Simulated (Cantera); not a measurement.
A closed system holds: 1 mol Si3N4, 0.082 mol CO2, 670 mol H2, at 668 Torr.

Points: T (K) = 1150, 1200, 1250, 1300, 1350, 1400, 1450, 1500, 1550, 1600, 1650, 1700, 1750, 1800.

Cantera's Mixture.equilibrate('TP', solver="vcs", rtol=1e-11, max_steps=5000) on the NASA tables stopped like this:

```
ERROR: FAILURE its = 5001!

*******************************************************************************
CanteraError thrown by MultiPhase::equilibrate:
VCS solver failed. Return code: -1
*******************************************************************************
```

Problem. What got this run through?

Solution. One answer among several that fit: The failure is numerical, not chemical. The same input converged with solver="gibbs", rtol=1e-10, max_steps=50000, and the result passed a check of the equilibrium conditions:
```
log10 of partial pressures in bar; condensed amounts in mol
       T/K        H2        N2         H       SiO       CH4    Si(cr)     Si(L)    SiC(b) Si2N2O(s)  Si3N4(a)
      1150    -0.051    -4.144    -7.153   -12.281    -3.963         0         0         0     0.164    0.8907
      1200    -0.051    -4.143    -6.730   -11.177    -3.963         0         0         0     0.164    0.8907
      1250    -0.051    -4.142    -6.341   -10.162    -3.963         0         0         0     0.164    0.8907
      1300    -0.051    -4.142    -5.981    -9.228    -3.963         0         0         0     0.164    0.8907
      1350    -0.051    -4.141    -5.648    -8.364    -3.963         0         0         0     0.164    0.8907
      1400    -0.051    -4.092    -5.338    -7.579    -4.018         0         0  0.009744     0.164    0.8874
      1450    -0.051    -3.961    -5.050    -6.878    -4.271         0         0   0.04151    0.1639    0.8768
      1500    -0.051    -3.898    -4.780    -6.205    -4.544         0         0   0.06033    0.1635    0.8705
      1550    -0.051    -3.862    -4.527    -5.569    -4.816         0         0   0.07028    0.1619    0.8672
      1600    -0.051    -3.524    -4.290    -5.075    -4.867    0.1779         0   0.07124    0.1574    0.8085
      1650    -0.051    -3.161    -4.067    -4.627    -4.885     0.612         0   0.07069    0.1454    0.6672
      1700    -0.051    -2.807    -3.857    -4.211    -4.892         0     1.583   0.06821     0.115    0.3536
      1750    -0.052    -2.578    -3.660    -3.695    -4.864         0     2.774    0.0566         0         0
      1800    -0.052    -2.578    -3.472    -3.707    -4.836         0     2.776   0.04964         0         0
```

The gas is ideal and each condensed phase is pure. Mutual solubility and eutectic melting of coexisting phases are not modelled. Gases not in the tables: Si2H6 and higher silanes.
